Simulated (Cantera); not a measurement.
Cantera with NASA thermochemical tables; ideal gases at 1 bar, condensed phases pure. Values are per mole of reaction as written; species without (g) are pure solids or liquids, kept so even where they would boil at 1 bar.

4 Al + O2(g) = 2 Al2O(g)

```csv
T (K),ΔH° (kJ),ΔS° (J/K),ΔG° (kJ),log10 K
1175,-362.5,98.5,-478.3,21.26
1200,-363.5,97.6,-480.7,20.92
1225,[?],[?],[?],[?]
1250,-365.6,96.0,-485.5,20.29
1275,-366.6,95.2,-487.9,19.99
1300,-367.6,94.4,-490.3,19.70
1325,[?],[?],[?],[?]
1350,-369.6,92.9,-495.0,19.15
```

Question: What belongs in the gaps?

Answer: 
- 1225, ΔH° (kJ): -364.5
- 1225, ΔS° (J/K): 96.8
- 1225, ΔG° (kJ): -483.1
- 1225, log10 K: 20.60
- 1325, ΔH° (kJ): -368.6
- 1325, ΔS° (J/K): 93.6
- 1325, ΔG° (kJ): -492.7
- 1325, log10 K: 19.42
